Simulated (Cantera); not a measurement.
A perfectly stirred reactor is fed with H2 : O2 : N2 = 1.8 : 1 : 3.2 (molar parts), equivalence ratio 0.90, at 0.133 bar; it is held at 1173 K, and followed from long to short residence time.

Detailed kinetics in Cantera: GRI-Mech 3.0 (53 species, 325 reactions). The temperature is held fixed by assumption; the heat of reaction is taken as removed at once.

### Question
What does this change do: 0.46 parts H2O added?

### Answer
```json
[
 {"quantity": "x(H2) at τ = 2.70 s", "before": "0.000702", "after": "0.000725"},
 {"quantity": "x(O2) at τ = 2.70 s", "before": "0.0199", "after": "0.0183"},
 {"quantity": "x(NO) at τ = 2.70 s", "before": "2.48e-7", "after": "1.77e-7"},
 {"quantity": "x(HO2) at τ = 2.70 s", "before": "2.99e-6", "after": "2.98e-6"},
 {"quantity": "x(OH) at τ = 2.70 s", "before": "0.000334", "after": "0.000324"},
 {"quantity": "x(H2) at τ = 22.0 ms", "before": "0.0122", "after": "0.0124"},
 {"quantity": "x(O2) at τ = 22.0 ms", "before": "0.0261", "after": "0.0245"},
 {"quantity": "x(NO) at τ = 22.0 ms", "before": "2.60e-6", "after": "1.72e-6"},
 {"quantity": "x(HO2) at τ = 22.0 ms", "before": "6.93e-6", "after": "7.32e-6"},
 {"quantity": "x(OH) at τ = 22.0 ms", "before": "0.00163", "after": "0.00158"}
]
```
